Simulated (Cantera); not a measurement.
A perfectly stirred reactor is fed with C3H8 : O2 : N2 : H2O = 1 : 5 : 18.8 : 5.3 (molar parts), equivalence ratio 1.0, at 820000 Pa; it is adiabatic with a 525 K inlet, and is followed from long to short residence time, starting on the burning branch (τ in s: 0.13, 0.062, 0.03, 0.014, 0.0068, 0.0033, 0.0016, 0.00075, 0.00036, 0.00017, 8.2e-05, 3.9e-05, 1.9e-05).

Model: GRI-Mech 3.0 (53 species, 325 reactions), integrated in Cantera. GRI-Mech 3.0 was tuned for natural gas; its chemistry of propane as a main component is partial and can be far from experiment.

Q: What does this change do: 0.68 parts CO2 added?

A: 
```
quantity                                                                      before                               after
------------------------------------------------  ----------------------------------  ----------------------------------
blow-out, bracketed by the residence times tried  burning at 82.0 µs, out at 39.0 µs  burning at 82.0 µs, out at 39.0 µs
x(C3H8) at τ = 0.130 s                                                       4.54e-8                             5.49e-8
x(O2) at τ = 0.130 s                                                         0.00223                             0.00213
x(H2O) at τ = 0.130 s                                                          0.295                               0.289
x(CH2CO) at τ = 0.130 s                                                      1.14e-7                             1.55e-7
x(NO) at τ = 0.130 s                                                        0.000459                            0.000313
x(C3H8) at τ = 1.60 ms                                                       2.80e-6                             3.30e-6
x(O2) at τ = 1.60 ms                                                         0.00590                             0.00610
x(H2O) at τ = 1.60 ms                                                          0.290                               0.285
x(CH2CO) at τ = 1.60 ms                                                      4.91e-6                             5.89e-6
x(NO) at τ = 1.60 ms                                                        0.000113                             8.39e-5
```
